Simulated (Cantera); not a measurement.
An isothermal, constant-pressure homogeneous reactor starts with H₂ : O₂ : N₂ = 0.77 : 1 : 0.59 (molar parts), at 750 K and 0.380 bar. Integrator tolerance rtol = 1e-08.

Cantera simulation using the H2/O2 subset of GRI-Mech 3.0, which has no nitrogen chemistry; the numbers are that mechanism's predictions, not measurements. Below about 950 K walls govern HO2 and H2O2 in real vessels. The temperature is held fixed by assumption; the heat of reaction is taken as removed at once.

Question: What does this change do: temperature 750 to 1300 K?

Answer: 
| quantity | before | after |
|---|---|---|
| x(H₂) at 1.00 s | 0.326 (gas-phase equilibrium <1e-12) | 9.90e-8 (gas-phase equilibrium 9.90e-8) |
| x(O₂) at 1.00 s | 0.424 (gas-phase equilibrium 0.311) | 0.311 (gas-phase equilibrium 0.311) |
| x(HO₂) at 1.00 s | 1.04e-8 (gas-phase equilibrium 9.41e-12) | 7.80e-8 (gas-phase equilibrium 7.80e-8) |
| x(OH) at 1.00 s | <1e-12 (gas-phase equilibrium 4.78e-10) | 2.92e-5 (gas-phase equilibrium 2.92e-5) |
| x(O) at 1.00 s | <1e-12 (gas-phase equilibrium <1e-12) | 1.61e-7 (gas-phase equilibrium 1.61e-7) |
| x(H₂O) at 1.00 s | 2.47e-9 (gas-phase equilibrium 0.390) | 0.390 (gas-phase equilibrium 0.390) |
